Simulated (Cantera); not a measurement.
A perfectly stirred reactor is fed with CO : O₂ : H₂O : N₂ = 0.0015 : 0.0017 : 0.00026 : 1 (molar parts), at 0.460 bar; it is held at 1023 K, and followed from long to short residence time.

Model: GRI-Mech 3.0 (53 species, 325 reactions), integrated in Cantera.

x: mole fraction; the columns are a selection and need not sum to one.

```csv
τ (s),x CO,x O₂,x H₂O,x NO₂,x NO,x O,x CO₂
23,0.000113,0.00100,0.000258,5.07e-10,5.01e-8,?,0.00138
3.0,0.000397,0.00114,0.000256,7.95e-11,2.00e-8,?,0.00110
0.39,0.00102,0.00145,0.000254,1.38e-11,5.09e-9,?,0.000476
0.051,0.00147,0.00168,0.000258,<1e-12,4.04e-11,?,2.36e-5
0.0067,0.00149,0.00169,0.000259,<1e-12,<1e-12,1.43e-11,1.67e-11
0.00088,0.00149,0.00169,0.000259,<1e-12,<1e-12,1.84e-12,1.87e-12
0.00012,0.00149,0.00169,0.000259,<1e-12,<1e-12,<1e-12,<1e-12
```

Task: Fill in the missing entries.

Result: 
- 23, x O: 1.49e-6
- 3.0, x O: 5.30e-6
- 0.39, x O: 1.22e-5
- 0.051, x O: 4.93e-6
